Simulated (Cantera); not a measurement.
## Thermodynamics of iron carbonyl, mercury and lead vapours, feed Pb + H2 + N2

Input: 1 mol Pb, 0.038 mol H2, 0.83 mol N2, equilibrated at 1 atm.

Method: chemical equilibrium by Gibbs-energy minimisation in Cantera with the NASA 1993 tables (ideal gas, pure condensed phases). Candidate condensed phases: Pb; 11 gas species. Rates play no part.

| T (K) | x N2 | x H2 | x NH3 | x Pb | n Pb(s) | n Pb(l) |
|---|---|---|---|---|---|---|
| 548 | 0.957 | 0.0424 | 0.000951 | <1e-12 | 1.00 | 0 |
| 573 | 0.956 | 0.0429 | 0.000595 | <1e-12 | 1.00 | 0 |
| 598 | 0.956 | 0.0432 | 0.000383 | 4.47e-12 | 1.00 | 0 |
| 623 | 0.956 | 0.0434 | 0.000254 | 2.05e-11 | 0 | 1.00 |
| 648 | 0.956 | 0.0435 | 0.000174 | 8.30e-11 | 0 | 1.00 |
| 673 | 0.956 | 0.0436 | 0.000121 | 3.02e-10 | 0 | 1.00 |
| 698 | 0.956 | 0.0437 | 8.69e-5 | 1.00e-9 | 0 | 1.00 |
| 723 | 0.956 | 0.0437 | 6.35e-5 | 3.06e-9 | 0 | 1.00 |
| 748 | 0.956 | 0.0437 | 4.73e-5 | 8.64e-9 | 0 | 1.00 |
| 773 | 0.956 | 0.0437 | 3.59e-5 | 2.28e-8 | 0 | 1.00 |
| 798 | 0.956 | 0.0437 | 2.77e-5 | 5.65e-8 | 0 | 1.00 |
| 823 | 0.956 | 0.0437 | 2.16e-5 | 1.33e-7 | 0 | 1.00 |
| 848 | 0.956 | 0.0438 | 1.71e-5 | 2.95e-7 | 0 | 1.00 |
| 873 | 0.956 | 0.0438 | 1.38e-5 | 6.28e-7 | 0 | 1.000 |
x: gas mole fraction; n: condensed amount in mol.

From 548 K to 598 K the condensed part is Pb(s). From 623 K to 873 K the condensed part is Pb(l).
